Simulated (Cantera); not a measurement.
An adiabatic, constant-pressure homogeneous reactor starts with H₂ : O₂ : N₂ = 1 : 1.47 : 5.53 (molar parts), equivalence ratio 0.34, at 1625 K and 10.0 bar. Integrator tolerance rtol = 1e-08.

Cantera simulation using GRI-Mech 3.0 (53 species, 325 reactions); the numbers are that mechanism's predictions, not measurements. The hydrogen kinetics of GRI-Mech 3.0 are dated; newer H2 mechanisms differ, most at raised pressure.

### Question
What does this change do: pressure from 10.0 bar to 1.01 bar?

### Answer
```
quantity                                                              before                                      after
---------------------------------  -----------------------------------------  -----------------------------------------
time of steepest temperature rise                                    1.15 µs                                    11.0 µs
temperature at 2.00 s                                                 2424 K                                     2391 K
equilibrium temperature                                               2424 K                                     2391 K
x(H₂) at 2.00 s                    0.000482 (gas-phase equilibrium 0.000482)    0.00125 (gas-phase equilibrium 0.00125)
x(O₂) at 2.00 s                          0.120 (gas-phase equilibrium 0.120)        0.119 (gas-phase equilibrium 0.119)
x(H) at 2.00 s                     0.000124 (gas-phase equilibrium 0.000124)  0.000538 (gas-phase equilibrium 0.000538)
x(O) at 2.00 s                       0.00108 (gas-phase equilibrium 0.00108)    0.00284 (gas-phase equilibrium 0.00284)
x(NO) at 2.00 s                        0.0146 (gas-phase equilibrium 0.0146)      0.0136 (gas-phase equilibrium 0.0136)
x(H₂O₂) at 2.00 s                    8.42e-7 (gas-phase equilibrium 8.42e-7)    2.41e-7 (gas-phase equilibrium 2.41e-7)
x(H₂O) at 2.00 s                         0.129 (gas-phase equilibrium 0.129)        0.126 (gas-phase equilibrium 0.126)
```
